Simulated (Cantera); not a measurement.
Input: 1 mol Al₂O₃, 0.016 mol N₂, at 0.310 bar.

Equilibrium computed with Cantera from the NASA thermochemical tables; the gas is ideal and each condensed phase is pure. Candidate condensed phases: Al, AlN, Al₂O₃; 16 gas species. The numbers say what is thermodynamically allowed, not how fast it happens.

Task: At 2177 °C, list the 4 most abundant gas species with their mole fractions, and the condensed phases.

Result: N₂ 1.000, NO 3.26e-5, Al 2.36e-5, O 1.28e-5. Condensed: Al₂O₃(l).
